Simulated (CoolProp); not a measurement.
Saturation properties of diethyl ether.

The numbers come from the reference Helmholtz-energy equation of state, Thol 2014 in CoolProp.

```
T (K)  p (kPa)  liquid density (kg/m³)  liquid cp (kJ/(kg K))  surface tension (mN/m)
-----  -------  ----------------------  ---------------------  ----------------------
308.7    105.3                   695.4                  2.372                    15.3
319.3    150.8                   682.6                  2.412                    14.0
330      210.9                   669.2                  2.455                    12.8
340.7    287.9                   655.3                  2.501                    11.6
351.3    383.5                   641.0                  2.549                    10.4
362      502.7                   625.9                  2.603                    9.19
372.6    646.1                   610.1                  2.662                    8.04
383.3    819.7                   593.3                  2.728                    6.91
394       1026                   575.4                  2.805                    5.81
404.6     1266                   556.2                  2.897                    4.75
415.3     1548                   535.0                  3.015                    3.73
425.9     1871                   511.6                  3.177                    2.77
436.6     2248                   484.2                  3.435                    1.87
447.2     2678                   450.9                  3.937                    1.06
457.9     3178                   403.3                  5.625                   0.367
```

It boils at 307.6 K under 1 atm.

Surface tension comes from a separate correlation (Mulero 2014).
